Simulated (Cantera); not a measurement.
Feed: 1 mol Cu, 0.0042 mol O2, 26 mol N2, equilibrated at 7050 Torr.

These are equilibrium values from Cantera (NASA tables, ideal gas, pure condensed phases), not measurements of a reactor. Candidate condensed phases: Cu, CuO, Cu2O; 12 gas species. Each liquid is taken as pure. Mutual solubility and eutectic melting of coexisting phases are not modelled. The numbers say what is thermodynamically allowed, not how fast it happens.

x: gas mole fraction; n: condensed amount in mol.

```csv
T (K),x N2,x Cu,x NO,x O2,x O,x Cu2,n Cu(s),n Cu2O(s),n Cu(l),n Cu2O(l)
1000,1.00,1.66e-12,2.57e-10,1.12e-11,<1e-12,<1e-12,0.983,0.00840,0,0
1100,1.00,6.33e-11,4.35e-9,4.34e-10,<1e-12,<1e-12,0.983,0.00840,0,0
1200,1.00,1.31e-9,4.57e-8,9.05e-9,<1e-12,<1e-12,0.983,0.00840,0,0
1300,1.00,1.68e-8,3.33e-7,1.17e-7,1.97e-11,1.38e-12,0.983,0.00839,0,0
1400,1.000,1.43e-7,1.95e-6,1.19e-6,3.37e-10,2.80e-11,0,0.00829,0.983,0
1500,1.000,8.75e-7,9.80e-6,1.06e-5,4.31e-9,3.43e-10,0,0.00759,0.985,0
1600,1.000,…,…,…,…,…,0,0,0.989,…
1700,1.000,1.69e-5,7.87e-5,0.000122,1.61e-7,2.04e-8,0,0,1.000,0
1800,1.000,…,…,…,…,…,0,0,0.998,0
1900,1.000,0.000172,0.000136,9.28e-5,9.37e-7,4.95e-7,0,0,0.995,0
2000,0.999,0.000458,0.000165,7.71e-5,1.92e-6,1.89e-6,0,0,0.988,0
```

Task: Complete the blanks.

Result: 
- 1600, x Cu: 4.23e-6
- 1600, x NO: 3.06e-5
- 1600, x O2: 4.15e-5
- 1600, x O: 3.05e-8
- 1600, x Cu2: 3.03e-9
- 1600, n Cu2O(l): 0.00544
- 1800, x Cu: 5.76e-5
- 1800, x NO: 0.000106
- 1800, x O2: 0.000108
- 1800, x O: 4.13e-7
- 1800, x Cu2: 1.10e-7
